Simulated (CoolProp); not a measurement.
Saturation properties of C2F6 (R116) (Tc = 19.9 °C, pc = 3.048 MPa, ω = 0.257).

The numbers come from the reference Helmholtz-energy equation of state, Lemmon 2006 in CoolProp. It is a short technical equation, of lower accuracy than the large ones.

```csv
T (°C),p (MPa),enthalpy of vaporisation (kJ/kg),vapour Z,surface tension (mN/m),vapour viscosity (µPa s)
-86.05,0.06468,120.3,0.9672,12.1,8.77
-77.75,0.1032,116.8,0.9543,11.0,9.14
-69.45,0.1576,113.1,0.9384,9.88,9.51
-61.15,0.2319,109.2,0.9192,8.77,9.88
-52.85,0.3301,104.9,0.8964,7.69,10.2
-44.55,0.4570,100.3,0.8698,6.63,10.6
-36.25,0.6171,95.21,0.8390,5.59,11.0
-27.95,0.8157,89.56,0.8034,4.59,11.5
-19.55,1.061,83.12,0.7616,3.62,12.0
-11.25,1.354,75.78,0.7134,2.70,12.8
-2.95,1.704,67.06,0.6561,1.83,13.8
```

It boils at -78.1 °C under 1 atm.

Viscosity comes from a separate model (Huber 2003), an estimate that may be off by 10 % or more. Surface tension comes from a separate correlation (Mulero 2012).
